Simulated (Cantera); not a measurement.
Feed: 1 mol Pb, 0.096 mol H2, equilibrated at 1448 K and 1.90 mbar.

These are equilibrium values from Cantera (NASA tables, ideal gas, pure condensed phases), not measurements of a reactor. Candidate condensed phases: Pb; 4 gas species. Rates play no part.

Base state: Pb 0.912, H2 0.0876, H 6.26e-5, Pb2 3.22e-5 (mole fractions); condensed: gas only.

What changes in the equilibrium state with this change: Pb replaced by PbO?


| species | before | after |
|---|---|---|
| PbO | 0 | 0.650 |
| Pb | 0.912 | 0.206 |
| H2O | 0 | 0.0821 |
| H2 | 0.0876 | 6.97e-6 |
| O2 | 0 | 0.0619 |
| OH | 0 | 0.000156 |
| O | 0 | 1.11e-5 |
| H | 6.26e-5 | 5.58e-7 |
| Pb2 | 3.22e-5 | 1.64e-6 |
Gases not in the tables: (PbO)n polymers. Further candidate phases: H2O, PbO, PbO2, Pb3O4.

What changes in the equilibrium state with this change: temperature from 1448 K to 573 K?


```csv
species,before,after
H2,0.0876,1.00
Pb,0.912,<1e-9
H,6.26e-5,<1e-9
Pb2,3.22e-5,<1e-9
"Pb(s), mol",0,1.00
```
